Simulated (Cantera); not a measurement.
## NO annealing gas

A perfectly stirred reactor is fed with NO : N₂ = 1 : 2.4 (molar parts), at 32.3 Torr; it is held at 2050 K, and followed from long to short residence time.

Model: GRI-Mech 3.0 (53 species, 325 reactions), integrated in Cantera. Radical loss at walls, strong at low pressure, is not modelled.

| τ (s) | x NO | x N₂ | x O | x N₂O | x O₂ |
|---|---|---|---|---|---|
| 2.2 | 0.207 | 0.749 | 0.00105 | 1.53e-5 | 0.0431 |
| 0.54 | 0.274 | 0.716 | 0.000601 | 3.00e-5 | 0.00961 |
| 0.13 | 0.290 | 0.708 | 0.000390 | 3.45e-5 | 0.00173 |
| 0.032 | 0.293 | 0.706 | 0.000224 | 3.24e-5 | 0.000231 |
| 0.0078 | 0.294 | 0.706 | 6.77e-5 | 2.21e-5 | 1.43e-5 |
| 0.0019 | 0.294 | 0.706 | 1.38e-5 | 9.14e-6 | 6.51e-7 |
| 0.00046 | 0.294 | 0.706 | 2.97e-6 | 2.65e-6 | 3.32e-8 |
| 0.00011 | 0.294 | 0.706 | 6.85e-7 | 6.67e-7 | 1.83e-9 |
x: mole fraction; the columns are a selection and need not sum to one.
